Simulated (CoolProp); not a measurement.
Computed with CoolProp (reference Helmholtz-energy equation of state, Lemmon 2006). It is a short technical equation, of lower accuracy than the large ones.

**Question.** For C3F8 (R218), give the phase and the Joule-Thomson coefficient (K/MPa), viscosity (µPa s) at -57.05 °C and 4 MPa; -57.05 °C and 6 MPa; -57.05 °C and 14 MPa.

**Answer.** 
- -57.05 °C and 4 MPa: liquid; Joule-Thomson coefficient -0.352, viscosity 668
- -57.05 °C and 6 MPa: liquid; Joule-Thomson coefficient -0.359, viscosity 691
- -57.05 °C and 14 MPa: liquid; Joule-Thomson coefficient -0.382, viscosity 788

Viscosity comes from a separate model (Huber 2003), an estimate that may be off by 10 % or more.
